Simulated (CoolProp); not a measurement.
A simple Rankine cycle with hexamethyldisiloxane (MM): condensing at 290.15 K, boiler at 1.38 MPa, turbine inlet 499.6 K, turbine efficiency 0.65, pump efficiency 0.6, no recuperator. Each further row changes one setting.

Values from CoolProp's reference Helmholtz-energy equation of state, Thol 2016.

```json
[
 {"case": "as stated", "thermal efficiency (%)": "(withheld)", "net work (kJ/kg)": "79.3", "heat in (kJ/kg)": "553", "turbine exit temperature (K)": "435.7", "volume ratio over the turbine": "564"},
 {"case": "turbine inlet 519.6 K", "thermal efficiency (%)": "14.1", "net work (kJ/kg)": "84.8", "heat in (kJ/kg)": "603", "turbine exit temperature (K)": "(withheld)", "volume ratio over the turbine": "489"},
 {"case": "condensing temperature 282.15 K", "thermal efficiency (%)": "(withheld)", "net work (kJ/kg)": "(withheld)", "heat in (kJ/kg)": "(withheld)", "turbine exit temperature (K)": "(withheld)", "volume ratio over the turbine": "878"},
 {"case": "boiler pressure 0.966 MPa", "thermal efficiency (%)": "13.8", "net work (kJ/kg)": "78.8", "heat in (kJ/kg)": "572", "turbine exit temperature (K)": "446.2", "volume ratio over the turbine": "312"},
 {"case": "turbine efficiency 0.55", "thermal efficiency (%)": "(withheld)", "net work (kJ/kg)": "(withheld)", "heat in (kJ/kg)": "553", "turbine exit temperature (K)": "442.5", "volume ratio over the turbine": "573"}
]
```

Problem. Complete the blanks.

Solution. 
- as stated, thermal efficiency (%): 14.3
- turbine inlet 519.6 K, turbine exit temperature (K): 459.1
- condensing temperature 282.15 K, thermal efficiency (%): 15.0
- condensing temperature 282.15 K, net work (kJ/kg): 85.5
- condensing temperature 282.15 K, heat in (kJ/kg): 568
- condensing temperature 282.15 K, turbine exit temperature (K): 432.4
- turbine efficiency 0.55, thermal efficiency (%): 12.1
- turbine efficiency 0.55, net work (kJ/kg): 66.7
